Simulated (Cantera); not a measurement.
What does this Cantera script print?

```python
import numpy as np
import cantera as ct

gas_names = """
    H HO2 H2 H2O H2O2 Hg O OH O2 O3
""".split()
cond_names = """
    H2O(s) H2O(L) Hg(cr) Hg(L) HgO(s)
""".split()


# ... load() reads the species with a 1 bar reference pressure and builds the phases ...
atoms = {
    'HgO': {'Hg': 1, 'O': 1},
    'H2': {'H': 2},
}
top_T = {}  # K; cautious upper limits of use, not melting points


# ... equilibrate(T, P, feed) seeds the gas with the atoms and calls Mixture.equilibrate('TP', solver="vcs", rtol=1e-11, max_steps=5000) ...
results = []
feed = {'HgO': 1, 'H2': 3.1}  # mol
P = 380000  # Pa
for T in [498, 548, 598, 648, 698, 748, 798]:
    mix = equilibrate(T, P, feed)
    results.append((T, P, feed, dict(zip(mix.species_names, mix.species_moles))))

top = {s: max(r[3][s] / sum(r[3][g] for g in gas_names) for r in results) for s in gas_names}
cols = sorted((s for s in top if top[s] > 1e-05), key=lambda s: -top[s])[:6]
seen = [c for c in cond_names if any(r[3].get(c, 0) > 1e-12 for r in results)]
print("log10 of partial pressures in bar; condensed amounts in mol")
print(f"{'T/K':>10s}" + "".join(f"{s[:9]:>10s}" for s in cols + seen))
for T, P, feed, n in results:
    ng = sum(n[g] for g in gas_names)
    print(f"{T:10.4g}" + "".join(f"{np.log10(max(n[s] / ng * P / 1e5, 1e-99)):10.3f}" for s in cols)
          + "".join(f"{n.get(c, 0):10.4g}" for c in seen))
```

Result:

```
log10 of partial pressures in bar; condensed amounts in mol
       T/K        H2       H2O        Hg     Hg(L)
       498     0.405     0.083    -1.310    0.9595
       548     0.389     0.067    -0.737    0.8428
       598     0.343     0.021    -0.262    0.4785
       648     0.289    -0.033    -0.033         0
       698     0.289    -0.033    -0.033         0
       748     0.289    -0.033    -0.033         0
       798     0.289    -0.033    -0.033         0
```

Equilibrium computed with Cantera from the NASA thermochemical tables; the gas is ideal and each condensed phase is pure.
